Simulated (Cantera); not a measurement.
An adiabatic, constant-volume homogeneous reactor starts with CH4 : CO : O2 : N2 = 1 : 0.16 : 2.31 : 6.24 (molar parts), equivalence ratio 0.90, at 1200 K and 1.00 bar. Integrator tolerance rtol = 1e-08.

Model: GRI-Mech 3.0 (53 species, 325 reactions), integrated in Cantera.

### Question
What does this change do: N2 6.24 to 18 parts?

### Answer
```csv
quantity,before,after
time of steepest temperature rise,34.3 ms,92.0 ms
temperature at 4.00 s,2910 K,2404 K
equilibrium temperature,2910 K,2404 K
x(CH4) at 4.00 s,<1e-12 (gas-phase equilibrium <1e-12),<1e-12 (gas-phase equilibrium <1e-12)
x(CO) at 4.00 s,0.0494 (gas-phase equilibrium 0.0494),0.00674 (gas-phase equilibrium 0.00674)
x(O2) at 4.00 s,0.0381 (gas-phase equilibrium 0.0381),0.0116 (gas-phase equilibrium 0.0116)
x(H) at 4.00 s,0.00979 (gas-phase equilibrium 0.00979),0.000532 (gas-phase equilibrium 0.000532)
x(H2O) at 4.00 s,0.161 (gas-phase equilibrium 0.161),0.0885 (gas-phase equilibrium 0.0885)
x(H2O2) at 4.00 s,7.52e-7 (gas-phase equilibrium 7.52e-7),7.66e-8 (gas-phase equilibrium 7.66e-8)
```
